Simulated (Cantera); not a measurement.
An isothermal plug-flow reactor at 850 K and 3750 Torr (inlet), inlet velocity 1.6 m/s, active area per volume 250 1/m; feed 0.278 % H2, 18.5 % O2, 81.2 % N2, equivalence ratio 0.0075.

Computed with Cantera and Deutschmann's 1995 Pt surface mechanism with GRI-Mech 3.0 gas chemistry. Catalytic surfaces can have several steady states; this one follows from the mechanism file's or the stated starting coverage. Mass transfer to the wall is taken as infinitely fast.

x: gas mole fraction; θ: surface coverage.

```
z (m)        x H2   x O2     x H2O  θ free Pt   θ O*    θ OH*
-------  --------  -----  --------  ---------  -----  -------
8.9e-05   0.00272  0.185   5.75e-5     0.0426  0.956  0.00133
0.00019   0.00266  0.185  0.000121     0.0421  0.957  0.00134
0.00041   0.00253  0.185  0.000251     0.0412  0.957  0.00136
0.00089   0.00227  0.185  0.000506     0.0394  0.959  0.00140
0.0019          ?  0.185         ?     0.0365  0.962  0.00145
0.0041          ?  0.184         ?          ?  0.966  0.00151
0.0089   0.000546  0.184   0.00223     0.0288  0.970  0.00154
```

**Question.** What belongs in the gaps?

**Answer.** 
- 0.0019, x H2: 0.00184
- 0.0019, x H2O: 0.000936
- 0.0041, x H2: 0.00122
- 0.0041, x H2O: 0.00156
- 0.0041, θ free Pt: 0.0326
